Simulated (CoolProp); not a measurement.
Properties of carbon monoxide at several states.

Model: reference Helmholtz-energy equation of state, Lemmon 2006, in CoolProp. It is a short technical equation, of lower accuracy than the large ones.

| T (°C) | p (MPa) | phase | density (kg/m³) | isothermal compressibility (1/MPa) | expansivity (1/kK) |
|---|---|---|---|---|---|
| -62.95 | 2.54 | gas | 42.96 | 0.4141 | 5.825 |
| -86.15 | 6.77 | supercritical | 153.1 | (withheld) | 11.18 |
| 217.85 | 0.348 | gas | 2.385 | 2.870 | 2.040 |
| -196.75 | 0.433 | liquid | 816.5 | (withheld) | (withheld) |
| -49.55 | 12.8 | supercritical | (withheld) | (withheld) | (withheld) |

**Question.** Fill in the missing entries.

**Answer.** 
- -86.15, isothermal compressibility (1/MPa): 0.1767
- -196.75, isothermal compressibility (1/MPa): 0.002602
- -196.75, expansivity (1/kK): 5.145
- -49.55, density (kg/m³): 218.0
- -49.55, isothermal compressibility (1/MPa): 0.07657
- -49.55, expansivity (1/kK): 7.617
